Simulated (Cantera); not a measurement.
Input: 1 mol Mg(OH)₂, 0.5 mol CO₂, at 0.133 bar.

These are equilibrium values from Cantera (NASA tables, ideal gas, pure condensed phases), not measurements of a reactor. Candidate condensed phases: C, C₆H₆, C₇H₈, C₈H₁₈, H₂O, Mg, MgCO₃, MgO, Mg(OH)₂; 116 gas species. Equilibrium is a limit: real reactors are often held back by kinetics, nucleation or transport.

x: gas mole fraction; n: condensed amount in mol.

```
T (K)  x H₂O  x CO₂      x H₂      x O₂  n MgCO₃(s)  n MgO(s)
-----  -----  -----  --------  --------  ----------  --------
573    0.800  0.200    <1e-12    <1e-12       0.250     0.750
598    0.667  0.333    <1e-12    <1e-12           0      1.00
623    0.667  0.333  2.38e-12  1.22e-12           0      1.00
648    0.667  0.333  8.01e-12  4.13e-12           0      1.00
673    0.667  0.333  2.47e-11  1.28e-11           0      1.00
698    0.667  0.333         ?         ?           0      1.00
723    0.667  0.333  1.85e-10  9.84e-11           0      1.00
748    0.667  0.333         ?         ?           0      1.00
773    0.667  0.333   1.07e-9  5.86e-10           0      1.00
798    0.667  0.333   2.37e-9   1.32e-9           0      1.00
823    0.667  0.333   5.01e-9   2.83e-9           0      1.00
```

### Question
Fill in the missing entries.

### Answer

- 698, x H₂: 7.01e-11
- 698, x O₂: 3.68e-11
- 748, x H₂: 4.59e-10
- 748, x O₂: 2.47e-10
